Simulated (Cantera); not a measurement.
Pyrogenic steam for wet oxidation

An isothermal, constant-pressure homogeneous reactor starts with 39.5 % H2, 26.3 % O2, 34.2 % N2, equivalence ratio 0.75, at 1300 K and 0.850 bar.

Model: the H2/O2 subset of GRI-Mech 3.0, which has no nitrogen chemistry, integrated in Cantera. The temperature is held fixed by assumption; the heat of reaction is taken as removed at once.

| t (s) | x H2 | x O2 | x H2O | x OH | x H | x O | x H2O2 |
|---|---|---|---|---|---|---|---|
| 0.000900 | 4.79e-5 | 0.0819 | 0.492 | 0.000201 | 7.21e-7 | 6.32e-6 | 4.82e-7 |
| 0.00276 | 4.58e-6 | 0.0819 | 0.492 | 9.49e-5 | 4.64e-8 | 1.33e-6 | 1.34e-7 |
| 0.00844 | 8.71e-7 | 0.0820 | 0.492 | 4.98e-5 | 5.92e-9 | 3.67e-7 | 4.17e-8 |
| 0.0258 | 2.91e-7 | 0.0820 | 0.492 | 2.88e-5 | 1.25e-9 | 1.24e-7 | 1.51e-8 |
| 0.0792 | 1.73e-7 | 0.0820 | 0.492 | 2.04e-5 | 5.47e-10 | 6.22e-8 | 7.93e-9 |
| 0.242 | 1.63e-7 | 0.0820 | 0.492 | 1.92e-5 | 4.88e-10 | 5.53e-8 | 7.12e-9 |
| 0.742 | 1.63e-7 | 0.0820 | 0.492 | 1.92e-5 | 4.87e-10 | 5.53e-8 | 7.12e-9 |
| 2.27 | 1.63e-7 | 0.0820 | 0.492 | 1.92e-5 | 4.87e-10 | 5.53e-8 | 7.12e-9 |
| 6.96 | 1.63e-7 | 0.0820 | 0.492 | 1.92e-5 | 4.87e-10 | 5.53e-8 | 7.12e-9 |
| 21.3 | 1.63e-7 | 0.0820 | 0.492 | 1.92e-5 | 4.87e-10 | 5.53e-8 | 7.12e-9 |
| 65.3 | 1.63e-7 | 0.0820 | 0.492 | 1.92e-5 | 4.87e-10 | 5.53e-8 | 7.12e-9 |
| 200 | 1.63e-7 | 0.0820 | 0.492 | 1.92e-5 | 4.87e-10 | 5.53e-8 | 7.12e-9 |
x: mole fraction; the columns are a selection and need not sum to one.

Equilibrium at this temperature and pressure: H2 1.63e-7, O2 0.0820, H2O 0.492, OH 1.92e-5, H 4.87e-10, O 5.53e-8, H2O2 7.12e-9 (gas phase only).
